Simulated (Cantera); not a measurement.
CaO + HF + N₂ (oxide etching and cleaning by halides)

Feed: 1 mol CaO, a varied amount of HF, 0.37 mol N₂, held at 877 °C and 0.0100 bar.

These are equilibrium values from Cantera (NASA tables, ideal gas, pure condensed phases), not measurements of a reactor. Candidate condensed phases: Ca, CaF₂, CaO, Ca(OH)₂, H₂O; 47 gas species. Mutual solubility and eutectic melting of coexisting phases are not modelled. Equilibrium is a limit: real reactors are often held back by kinetics, nucleation or transport.

```csv
n(HF) (mol),log p HF,log p H₂O,log p N₂,log p H₂,log p O₂,log p OH,log p NO,log p H₂F₂,n CaF₂(s),n CaO(s)
1.4,-4.36,-2.19,-2.46,-6.92,-7.26,-8.07,-8.35,-13.31,0.698,0.302
5.8,-2.13,-2.71,-3.15,-7.28,-7.61,-8.42,-8.87,-8.87,1.00,0
10,-2.07,-2.97,-3.40,-7.45,-7.78,-8.59,-9.08,-8.74,1.00,0
15,-2.04,-3.16,-3.59,-7.57,-7.90,-8.72,-9.24,-8.69,1.00,0
19,-2.03,-3.26,-3.70,-7.65,-7.97,-8.79,-9.32,-8.67,1.00,0
23,-2.03,-3.35,-3.78,-7.70,-8.03,-8.84,-9.40,-8.66,1.00,0
28,-2.02,-3.44,-3.87,-7.76,-8.09,-8.90,-9.47,-8.65,1.00,0
32,-2.02,-3.50,-3.93,-7.80,-8.13,-8.94,-9.52,-8.64,1.00,0
```
log p: log10 of the partial pressure in bar; n: condensed amount in mol.

At 1.4 mol HF the condensed part is CaF₂(s) + CaO(s). From 5.8 mol HF to 32 mol HF the condensed part is CaF₂(s).
